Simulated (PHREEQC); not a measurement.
Dissolve 0.00069 mol/kgw Na3PO4 at 25 °C. Closed to the air; pH follows from the charge balance.

The numbers come from PHREEQC with the ion-association model, wateq4f.dat.

```
Quantity                    Value
----------------  ---------------
pH                          10.80
ionic strength    0.00281 mol/kgw
total alkalinity      1.38 meq/kg
```

```csv
species,molality,activity,log γ
Na+,0.00207,0.00195,-0.025
OH-,0.000665,0.000627,-0.025
HPO4-2,0.000663,0.000527,-0.099
PO4-3,2.49e-5,1.49e-5,-0.224
NaHPO4-,2.12e-6,2.01e-6,-0.025
H2PO4-,1.43e-7,1.35e-7,-0.025
```

Precipitation was switched off in this run. H3PO4, which wateq4f.dat lacks, is added to it with the constant of phreeqc.dat.
